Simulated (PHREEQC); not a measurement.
Make-up at 20 °C: 0.21 mol/kgw H2SO4, 4e-05 mol/kgw FeSO4 and 0.0013 mol/kgw MgSO4. Closed to the air; pH follows from the charge balance.

Computed with PHREEQC (ion-association model, phreeqc.dat).

Problem. The ionic strength comes out as 0.273 mol/kgw. What activity coefficients do Fe+2, Mg+2, H+, FeHSO4+, HSO4- get?

Solution. Fe+2 0.30, Mg+2 0.32, H+ 0.79, FeHSO4+ 0.74, HSO4- 0.74.

This is a speciation only: nothing precipitates in the calculation. Complexes and solids missing from the database can't appear.
